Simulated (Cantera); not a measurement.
Input (Python, Cantera):

```python
import numpy as np
import cantera as ct

gas = ct.Solution("gri30.yaml")
gas.TPX = 2025, 7000, {'NO': 1, 'N2': 1.1, 'H2O': 0.021}
reactor = ct.IdealGasConstPressureReactor(gas, energy="off", clone=False)
net = ct.ReactorNet([reactor])
net.rtol, net.atol = 1e-08, 1e-18
show = ['NO', 'O2', 'O', 'N2', 'N2O', 'NO2']
times = np.geomspace(1e-06, 90, 10)

steps = ct.SolutionArray(gas, extra=["t"])
rows = []
print(f"{'t/s':>10s}{'T/K':>9s}{'P/Pa':>11s}" + "".join(f"{s:>11s}" for s in show))
for t in times:
    while net.time < t:
        t_next = net.step()
        steps.append(gas.state, t=t_next)
    rows.append([np.interp(t, steps.t, y) for y in (steps.T, steps.P, *steps(*show).X.T)])
    print(f"{t:10.3e}{rows[-1][0]:9.1f}{rows[-1][1]:11.4g}" + "".join(f"{x:11.3e}" for x in rows[-1][2:]))
rate = np.gradient(steps.T, steps.t)
print("integrator steps:", len(steps.t))
if steps.T.max() > steps.T[0] + 200:
    print(f"time of steepest temperature rise: {steps.t[rate.argmax()]:.4e} s")
gas.TPX = 2025, 7000, {'NO': 1, 'N2': 1.1, 'H2O': 0.021}
gas.equilibrate("TP")
print(f"equilibrium (TP): T = {gas.T:.1f} K  " + "  ".join(f"{s} {gas[s].X[0]:.3e}" for s in show))
```

Result:

```
       t/s      T/K       P/Pa         NO         O2          O         N2        N2O        NO2
 1.000e-06   2025.0       7000  4.715e-01  6.088e-13  2.159e-08  5.186e-01  2.162e-08  2.632e-12
 7.653e-06   2025.0       7000  4.715e-01  3.545e-11  1.636e-07  5.186e-01  1.654e-07  1.552e-10
 5.856e-05   2025.0       7000  4.715e-01  2.003e-09  1.160e-06  5.186e-01  1.258e-06  9.582e-09
 4.481e-04   2025.0       7000  4.715e-01  1.171e-07  5.485e-06  5.186e-01  9.238e-06  6.897e-07
 3.429e-03   2025.0       7000  4.713e-01  2.390e-05  2.951e-05  5.186e-01  5.108e-05  2.090e-05
 2.624e-02   2025.0       7000  4.692e-01  1.046e-03  1.270e-04  5.193e-01  4.550e-05  1.430e-05
 2.008e-01   2025.0       7000  4.525e-01  9.080e-03  3.307e-04  5.277e-01  5.111e-05  3.925e-05
 1.537e+00   2025.0       7000  3.229e-01  7.336e-02  8.615e-04  5.923e-01  2.800e-05  8.216e-05
 1.176e+01   2025.0       7000  2.671e-02  2.211e-01  1.447e-03  7.402e-01  2.875e-07  1.197e-05
 9.000e+01   2025.0       7000  8.402e-03  2.302e-01  1.475e-03  7.493e-01  1.217e-07  3.845e-06
integrator steps: 1558
equilibrium (TP): T = 2025.0 K  NO 8.402e-03  O2 2.302e-01  O 1.475e-03  N2 7.493e-01  N2O 1.217e-07  NO2 3.845e-06
```

Model: GRI-Mech 3.0 (53 species, 325 reactions), integrated in Cantera.
